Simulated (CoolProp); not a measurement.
C2F6 (R116) at 293.15 K and 0.28 MPa flows at 0.38 m/s in a round tube of 10 mm bore and 15 µm roughness, fully developed (64/Re and Nu = 3.66 if laminar; Colebrook and Gnielinski if turbulent). Each further row changes one setting.

Values from CoolProp's reference Helmholtz-energy equation of state, Lemmon 2006. It is a short technical equation, of lower accuracy than the large ones.

```csv
case,Reynolds number,Darcy friction factor,pressure drop (Pa/m),heat-transfer coefficient (W/(m² K)),mass flow (kg/h)
as stated,4480,?,4.75,22.5,?
velocity 0.76 m/s,8970,0.0339,16.0,42.7,3.52
diameter 20 mm,8970,0.0329,?,?,7.03
```

Question: Fill in the missing entries.

Answer: 
- as stated, Darcy friction factor: 0.0402
- as stated, mass flow (kg/h): 1.76
- diameter 20 mm, pressure drop (Pa/m): 1.94
- diameter 20 mm, heat-transfer coefficient (W/(m² K)): 20.6

Viscosity comes from a separate model (Huber 2003), an estimate that may be off by 10 % or more. Thermal conductivity comes from a separate model (Huber 2003), an estimate that may be off by 10 % or more.
